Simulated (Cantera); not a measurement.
Input: 1 mol Cu₂O, 17 mol CO, a varied amount of CH₄, equilibrated at 2073.15 K and 1.33 mbar.

Equilibrium computed with Cantera from the NASA thermochemical tables; the gas is ideal and each condensed phase is pure. Candidate condensed phases: C, C₆H₆, C₇H₈, C₈H₁₈, Cu, CuO, Cu(OH)₂, Cu₂O, H₂O; 113 gas species. Equilibrium is a limit: real reactors are often held back by kinetics, nucleation or transport.

x: gas mole fraction; n: condensed amount in mol.

| n(CH₄) (mol) | x CO | x H₂ | x Cu | x H | x CO₂ | x H₂O | x C₂H₂ (acetylene) | n C(graphite) |
|---|---|---|---|---|---|---|---|---|
| 0.42 | 0.830 | 0.0305 | 0.0981 | 0.0126 | 0.0239 | 0.00426 | <1e-12 | 0 |
| 0.54 | 0.827 | 0.0405 | 0.0963 | 0.0145 | 0.0177 | 0.00420 | <1e-12 | 0 |
| 0.7 | 0.821 | 0.0540 | 0.0940 | 0.0168 | 0.0106 | 0.00337 | <1e-12 | 0 |
| 0.9 | 0.814 | 0.0712 | 0.0913 | 0.0192 | 0.00317 | 0.00134 | <1e-12 | 0 |
| 1.2 | 0.795 | 0.0947 | 0.0883 | 0.0222 | 1.54e-8 | 8.89e-9 | … | 0.195 |
| 1.5 | 0.773 | 0.116 | 0.0859 | 0.0246 | 1.46e-8 | 1.06e-8 | … | 0.493 |
| 1.9 | 0.746 | 0.144 | 0.0829 | 0.0273 | 1.36e-8 | 1.26e-8 | … | 0.891 |
| 2.5 | 0.709 | 0.181 | 0.0788 | 0.0307 | 1.22e-8 | 1.52e-8 | … | 1.49 |
| 3.2 | 0.670 | 0.221 | 0.0745 | 0.0339 | 1.09e-8 | 1.75e-8 | … | 2.19 |

Q: Complete the blanks.

A: 
- 1.2, x C₂H₂ (acetylene): 0.000116
- 1.5, x C₂H₂ (acetylene): 0.000143
- 1.9, x C₂H₂ (acetylene): 0.000176
- 2.5, x C₂H₂ (acetylene): 0.000222
- 3.2, x C₂H₂ (acetylene): 0.000271
